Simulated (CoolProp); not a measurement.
The fluid at 339.88 K and 12.4 MPa (stagnation) flows isentropically through a choked orifice. The same conditions are run with several fluids, on thermodynamics alone (safety and materials aside).

Computed with CoolProp (reference Helmholtz-energy equation of state of each fluid (CF4 (R14): Platzer 1990; carbon dioxide: Span 1996; R13: Platzer 1990; nitrous oxide: Lemmon 2006; carbon monoxide: Lemmon 2006)). The equations of Platzer and Polt are older, rougher fits.

### Question
Rank CF4 (R14), carbon dioxide, R13, nitrous oxide, carbon monoxide by throat to inlet pressure ratio, highest first.

### Answer
nitrous oxide (0.576), CF4 (R14) (0.564), carbon dioxide (0.542), carbon monoxide (0.508), R13 (0.439)

```
fluid            mass flux (kg/(m² s))  throat temperature (K)
---------------  ---------------------  ----------------------
CF4 (R14)                        50800                   308.6
carbon dioxide                   49700                   300.0
R13                              90700                   315.5
nitrous oxide                    56100                   308.9
carbon monoxide                  27500                   278.3
```
